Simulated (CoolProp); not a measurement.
Vapour-liquid equilibrium of CH2F2 (R32) (1) + R142b (2) at -37.15 °C; x and y are mole fractions of (1).

Values from CoolProp's multi-fluid Helmholtz-energy mixture model, Tillner-Roth 1997 and Lemmon 2006; pair parameters Bell 2016.

```csv
x,"bubble pressure, mixture model (bar)","bubble pressure, Raoult's law (bar)","y, mixture model","y, Raoult's law"
0.05,0.3952,0.3643,0.328,0.277
0.15,0.6337,0.5381,0.619,0.562
0.25,0.8620,0.7119,0.748,0.708
0.35,1.069,0.8857,0.819,0.796
0.45,1.251,1.059,0.864,0.856
0.55,1.409,1.233,0.895,0.899
0.65,1.549,1.407,0.919,0.931
0.75,1.679,1.581,0.940,0.956
0.85,1.807,1.755,0.962,0.976
0.95,1.942,1.928,0.986,0.993
```

The largest gap from Raoult's law is +21.1 % in bubble pressure, at x = 0.25. No azeotrope shows between x = 0.05 and 0.95.

Pair parameters are fitted to limited data, so mixtures are less certain than the pure fluids.
